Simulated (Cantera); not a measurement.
An isothermal, constant-pressure homogeneous reactor starts with C2H6 : H2 = 1 : 15 (molar parts), at 1800 K and 1.01 bar. Integrator tolerance rtol = 1e-08.

Model: GRI-Mech 3.0 (53 species, 325 reactions), integrated in Cantera. GRI-Mech 3.0 stops at C3 and has no aromatics, soot or wall deposition, so with more carbon than oxygen in the feed, carbon stays in small species such as C2H2 where larger ones or solid carbon would form.

Q: What does this change do: temperature 1800 to 1075 K?

A: 
| quantity | before | after |
|---|---|---|
| x(C2H6) at 9.00 s | 1.34e-6 (gas-phase equilibrium 1.34e-6) | 0.0149 (gas-phase equilibrium 5.83e-6) |
| x(H2) at 9.00 s | 0.937 (gas-phase equilibrium 0.937) | 0.913 (gas-phase equilibrium 0.875) |
| x(C2H2) at 9.00 s | 0.0492 (gas-phase equilibrium 0.0492) | 0.000214 (gas-phase equilibrium 8.62e-8) |
| x(C2H4) at 9.00 s | 0.00109 (gas-phase equilibrium 0.00109) | 0.0202 (gas-phase equilibrium 8.15e-6) |
| x(CH4) at 9.00 s | 0.0118 (gas-phase equilibrium 0.0118) | 0.0518 (gas-phase equilibrium 0.125) |
| x(C2H) at 9.00 s | 1.59e-7 (gas-phase equilibrium 1.59e-7) | <1e-12 (gas-phase equilibrium <1e-12) |
